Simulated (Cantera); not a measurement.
Mixture: CH4 : CO : O2 : N2 = 1 : 0.097 : 4.27 : 16 (molar parts), equivalence ratio 0.48, at 10.0 bar, adiabatic and at constant volume. Ignition delay is the time to a rise of 400 K.

Cantera simulation using GRI-Mech 3.0 (53 species, 325 reactions); the numbers are that mechanism's predictions, not measurements.

Problem. What does this change do: 0.068 parts C2H6 added?

Solution. 
```json
[
 {"quantity": "delay at 1073 K", "before": "22.4 ms", "after": "8.00 ms"},
 {"quantity": "delay at 1173 K", "before": "5.11 ms", "after": "1.83 ms"},
 {"quantity": "delay at 1273 K", "before": "1.45 ms", "after": "0.545 ms"},
 {"quantity": "delay at 1373 K", "before": "0.475 ms", "after": "0.192 ms"},
 {"quantity": "apparent activation energy between 1323 and 1423 K", "before": "160 kJ/mol", "after": "150 kJ/mol"}
]
```
